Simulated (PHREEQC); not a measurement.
Make-up at 25 °C: 2.2 mmol/kgw AgF, 0.077 mmol/kgw HNO3 and 140 mmol/kgw Cu(NO3)2. Closed to the air; pH follows from the charge balance.

Computed with PHREEQC (ion-association model, wateq4f.dat).

This is a speciation only: nothing precipitates in the calculation.

Task: What pH does the model give?

Result: pH 4.16.

Task: In which forms is F present?

Result: F- 61 %, CuF+ 36 %, HF 3.7 % of the F.
